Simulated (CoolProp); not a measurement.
A single-stage vapour-compression cycle with ammonia: evaporating at 248.15 K (dew point), condensing at 281.15 K (bubble point), superheat 0 K, subcooling 5 K, compressor efficiency 0.9, no pressure losses. Each further row changes one setting.

Computed with CoolProp (reference Helmholtz-energy equation of state, Gao 2020).

```
case                              cooling COP  pressure ratio  discharge temperature (K)  refrigerating effect (kJ/kg)  volumetric capacity (kJ/m³)
--------------------------------  -----------  --------------  -------------------------  ----------------------------  ---------------------------
as stated                                6.01            3.79                      346.0                          1220                         1580
evaporating temperature 253.15 K         7.39            3.02                      333.4                          1220                         1960
condensing temperature 276.15 K          7.22            3.17                      331.3                          1240                         1610
subcooling 10 K                          6.12            3.79                      346.0                          1240                         1610
superheat 10 K                           5.85            3.79                      359.9                          1240                         1540
compressor efficiency 0.8                5.34            3.79                      356.7                          1220                         1580
```
